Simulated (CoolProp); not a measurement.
Vapour-liquid equilibrium of o-xylene (1) + n-undecane (2) at 4.58 kPa; x and y are mole fractions of (1).

Values from CoolProp's multi-fluid Helmholtz-energy mixture model, Zhou 2012 and Aleksandrov 2011; pair parameters Bell 2016.

**Question.** Give the bubble temperature and the first vapour's composition at x = 0.45, 0.75, 0.95. Is there an azeotrope?

**Answer.** x = 0.45: 71.0 °C, y = 0.869; x = 0.75: 61.6 °C, y = 0.964; x = 0.95: 57.2 °C, y = 0.994. No azeotrope shows between x = 0.05 and 0.95.

Pair parameters are fitted to limited data, so mixtures are less certain than the pure fluids.
